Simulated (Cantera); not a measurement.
Premixed flame

A freely propagating, adiabatic, planar premixed flame of 29.6 % H2, 14.8 % O2, 55.6 % N2, unburnt at 300 K and 100000 Pa; mixture-averaged transport, grid criteria slope 0.08 and curve 0.16, no radiation.

Computed with Cantera and the H2/O2 subset of GRI-Mech 3.0, which has no nitrogen chemistry. Burning velocities carry a grid error of a few per cent, more on coarse grids.

| z (mm) | T (K) | u (m/s) | x H2 | x O2 | x H2O | x HO2 | x H | x H2O2 |
|---|---|---|---|---|---|---|---|---|
| -1.03 | 300 | 2.34 | 0.296 | 0.148 | <1e-8 | <1e-8 | <1e-8 | <1e-8 |
| -0.689 | 300 | 2.34 | 0.296 | 0.148 | <1e-8 | <1e-8 | <1e-8 | <1e-8 |
| -0.517 | 300 | 2.34 | 0.296 | 0.148 | 1.39e-8 | <1e-8 | <1e-8 | <1e-8 |
| -0.345 | 300 | 2.34 | 0.295 | 0.148 | 4.07e-7 | 4.01e-8 | <1e-8 | <1e-8 |
| -0.172 | 312 | 2.41 | 0.288 | 0.149 | 0.000198 | 2.29e-5 | 5.71e-8 | 4.18e-6 |
| -0.0862 | 542 | 4.05 | 0.251 | 0.148 | 0.0156 | 0.000465 | 0.00106 | 0.000124 |
| 0 | 1037 | 7.47 | 0.171 | 0.121 | 0.0866 | 0.000142 | 0.0167 | 2.77e-5 |
| 0.0862 | 1392 | 9.89 | 0.0887 | 0.0683 | 0.183 | 6.25e-5 | 0.0373 | 4.69e-6 |
| 0.172 | 1581 | 11.2 | 0.0521 | 0.0384 | 0.234 | 3.13e-5 | 0.0422 | 2.72e-6 |
| 0.345 | 1762 | 12.4 | 0.0409 | 0.0261 | 0.257 | 1.76e-5 | 0.0344 | 1.34e-6 |
| 0.689 | 1930 | 13.4 | 0.0377 | 0.0214 | 0.270 | 1.14e-5 | 0.0233 | 6.64e-7 |
| 1.38 | 2077 | 14.3 | 0.0327 | 0.0173 | 0.284 | 7.14e-6 | 0.0145 | 3.89e-7 |
| 2.76 | 2200 | 15.0 | 0.0264 | 0.0135 | 0.298 | 4.33e-6 | 0.00820 | 2.62e-7 |
x: mole fraction of selected species; z is measured from the peak of heat release.

```
Item                         Value
------------------------  --------
laminar burning velocity  234 cm/s
thermal thickness         0.345 mm
peak x(HO2)               0.000507
peak x(H)                   0.0423
peak x(H2O2)              0.000127
grid points                    117
```
